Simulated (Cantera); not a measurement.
Feed: 1 mol Ti(OiPr)₄, 5.3 mol CH₄, 13 mol H₂, 0.0031 mol CO₂, equilibrated at 0.690 bar.

Cantera equilibrium calculation (NASA polynomials, part measured and part estimated; ideal gas, pure solids and liquids). Candidate condensed phases: C, C₆H₆, C₇H₈, C₈H₁₈, H₂O, Ti, TiC, TiO, TiO₂, Ti₂O₃, Ti₃O₅, Ti₄O₇; 113 gas species. The feed counts by its element totals alone. TiC: taken at fixed stoichiometry. Condensed phases not in the tables: Magnéli phases beyond Ti₄O₇. Equilibrium is a limit: real reactors are often held back by kinetics, nucleation or transport.

x: gas mole fraction; n: condensed amount in mol.

```json
[
 {"T (K)": "1200", "x H₂": "0.933", "x CO": "0.0562", "x CH₄": "(withheld)", "x H": "2.30e-7", "x C₂H₂ (acetylene)": "9.58e-8", "x H₂O": "0.000939", "n C(graphite)": "14.7", "n Ti₄O₇(s)": "0.250", "n Ti₃O₅(s)": "0", "n TiC(s)": "0"},
 {"T (K)": "1275", "x H₂": "0.937", "x CO": "0.0565", "x CH₄": "(withheld)", "x H": "8.59e-7", "x C₂H₂ (acetylene)": "3.60e-7", "x H₂O": "0.000426", "n C(graphite)": "14.8", "n Ti₄O₇(s)": "0.250", "n Ti₃O₅(s)": "0", "n TiC(s)": "0"},
 {"T (K)": "1350", "x H₂": "0.938", "x CO": "0.0586", "x CH₄": "(withheld)", "x H": "2.78e-6", "x C₂H₂ (acetylene)": "1.16e-6", "x H₂O": "0.000217", "n C(graphite)": "14.8", "n Ti₄O₇(s)": "0", "n Ti₃O₅(s)": "0.333", "n TiC(s)": "0"},
 {"T (K)": "1425", "x H₂": "0.901", "x CO": "0.0963", "x CH₄": "(withheld)", "x H": "7.80e-6", "x C₂H₂ (acetylene)": "3.18e-6", "x H₂O": "0.000182", "n C(graphite)": "12.2", "n Ti₄O₇(s)": "0", "n Ti₃O₅(s)": "0", "n TiC(s)": "1.00"},
 {"T (K)": "1500", "x H₂": "0.902", "x CO": "0.0963", "x CH₄": "(withheld)", "x H": "2.01e-5", "x C₂H₂ (acetylene)": "8.14e-6", "x H₂O": "0.000103", "n C(graphite)": "12.2", "n Ti₄O₇(s)": "0", "n Ti₃O₅(s)": "0", "n TiC(s)": "1.00"},
 {"T (K)": "1575", "x H₂": "0.903", "x CO": "0.0963", "x CH₄": "(withheld)", "x H": "4.75e-5", "x C₂H₂ (acetylene)": "1.90e-5", "x H₂O": "6.16e-5", "n C(graphite)": "12.3", "n Ti₄O₇(s)": "0", "n Ti₃O₅(s)": "0", "n TiC(s)": "1.00"},
 {"T (K)": "1650", "x H₂": "0.903", "x CO": "0.0963", "x CH₄": "(withheld)", "x H": "0.000104", "x C₂H₂ (acetylene)": "4.12e-5", "x H₂O": "3.86e-5", "n C(graphite)": "12.3", "n Ti₄O₇(s)": "0", "n Ti₃O₅(s)": "0", "n TiC(s)": "1.00"},
 {"T (K)": "1725", "x H₂": "0.903", "x CO": "0.0963", "x CH₄": "(withheld)", "x H": "0.000212", "x C₂H₂ (acetylene)": "8.32e-5", "x H₂O": "2.52e-5", "n C(graphite)": "12.3", "n Ti₄O₇(s)": "0", "n Ti₃O₅(s)": "0", "n TiC(s)": "1.00"},
 {"T (K)": "1800", "x H₂": "0.903", "x CO": "0.0963", "x CH₄": "(withheld)", "x H": "0.000410", "x C₂H₂ (acetylene)": "0.000158", "x H₂O": "1.71e-5", "n C(graphite)": "12.3", "n Ti₄O₇(s)": "0", "n Ti₃O₅(s)": "0", "n TiC(s)": "1.00"},
 {"T (K)": "1875", "x H₂": "0.902", "x CO": "0.0963", "x CH₄": "(withheld)", "x H": "0.000750", "x C₂H₂ (acetylene)": "0.000286", "x H₂O": "1.20e-5", "n C(graphite)": "12.3", "n Ti₄O₇(s)": "0", "n Ti₃O₅(s)": "0", "n TiC(s)": "1.00"},
 {"T (K)": "1950", "x H₂": "0.902", "x CO": "0.0962", "x CH₄": "(withheld)", "x H": "0.00131", "x C₂H₂ (acetylene)": "0.000493", "x H₂O": "8.61e-6", "n C(graphite)": "12.2", "n Ti₄O₇(s)": "0", "n Ti₃O₅(s)": "0", "n TiC(s)": "1.00"},
 {"T (K)": "2025", "x H₂": "0.901", "x CO": "0.0962", "x CH₄": "(withheld)", "x H": "0.00220", "x C₂H₂ (acetylene)": "0.000815", "x H₂O": "6.35e-6", "n C(graphite)": "12.2", "n Ti₄O₇(s)": "0", "n Ti₃O₅(s)": "0", "n TiC(s)": "1.00"},
 {"T (K)": "2100", "x H₂": "0.899", "x CO": "0.0961", "x CH₄": "(withheld)", "x H": "0.00356", "x C₂H₂ (acetylene)": "0.00130", "x H₂O": "4.79e-6", "n C(graphite)": "12.2", "n Ti₄O₇(s)": "0", "n Ti₃O₅(s)": "0", "n TiC(s)": "1.00"}
]
```

**Question.** Complete the blanks.

**Answer.** 
- 1200, x CH₄: 0.00950
- 1275, x CH₄: 0.00562
- 1350, x CH₄: 0.00350
- 1425, x CH₄: 0.00211
- 1500, x CH₄: 0.00144
- 1575, x CH₄: 0.00102
- 1650, x CH₄: 0.000747
- 1725, x CH₄: 0.000562
- 1800, x CH₄: 0.000433
- 1875, x CH₄: 0.000340
- 1950, x CH₄: 0.000273
- 2025, x CH₄: 0.000222
- 2100, x CH₄: 0.000184
